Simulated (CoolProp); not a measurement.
A closed Brayton cycle with nitrogen: compressor inlet 322.15 K and 4.4 MPa, high pressure 14 MPa, turbine inlet 935 K, compressor efficiency 0.8, turbine efficiency 0.9, recuperator effectiveness 0.95 (on enthalpy, no pinch check). Each further row changes one setting.

Model: reference Helmholtz-energy equation of state, Span 2000, in CoolProp.

```csv
case,thermal efficiency (%),net work (kJ/kg),compressor to turbine work,compressor exit (K),turbine exit (K)
as stated,32.3,88.3,0.66,481.1,713.7
turbine inlet 885 K,29.0,(withheld),0.69,481.1,(withheld)
compressor inlet 332.15 K,30.5,82.8,0.68,(withheld),713.7
high pressure 11.9 MPa,34.4,(withheld),0.63,(withheld),(withheld)
recuperator effectiveness 0.5,22.8,88.3,0.66,481.1,713.7
```

Question: Fill in the missing entries.

Answer: 
- turbine inlet 885 K, net work (kJ/kg): 74.4
- turbine inlet 885 K, turbine exit (K): 673.7
- compressor inlet 332.15 K, compressor exit (K): 495.9
- high pressure 11.9 MPa, net work (kJ/kg): 84.0
- high pressure 11.9 MPa, compressor exit (K): 455.5
- high pressure 11.9 MPa, turbine exit (K): 741.4
